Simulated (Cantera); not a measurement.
An isothermal, constant-pressure homogeneous reactor starts with CO : O2 : H2O : N2 = 0.014 : 0.014 : 0.0055 : 1 (molar parts), equivalence ratio 0.50, at 1100 K and 350000 Pa. Integrator tolerance rtol = 1e-08.

Model: GRI-Mech 3.0 (53 species, 325 reactions), integrated in Cantera.

Task: What does this change do: 0.015 parts CH4 added?

Result: 
| quantity | before | after |
|---|---|---|
| x(CO) at 20.0 s | 2.60e-10 (gas-phase equilibrium 1.19e-10) | 0.0160 (gas-phase equilibrium 0.0195) |
| x(O2) at 20.0 s | 0.00682 (gas-phase equilibrium 0.00681) | 2.79e-5 (gas-phase equilibrium <1e-12) |
| x(H2O) at 20.0 s | 0.00536 (gas-phase equilibrium 0.00536) | 0.0173 (gas-phase equilibrium 0.00961) |
| x(H2) at 20.0 s | 9.62e-11 (gas-phase equilibrium 4.60e-11) | 0.00611 (gas-phase equilibrium 0.0237) |
| x(O) at 20.0 s | 4.55e-10 (gas-phase equilibrium 1.11e-10) | 3.85e-12 (gas-phase equilibrium <1e-12) |
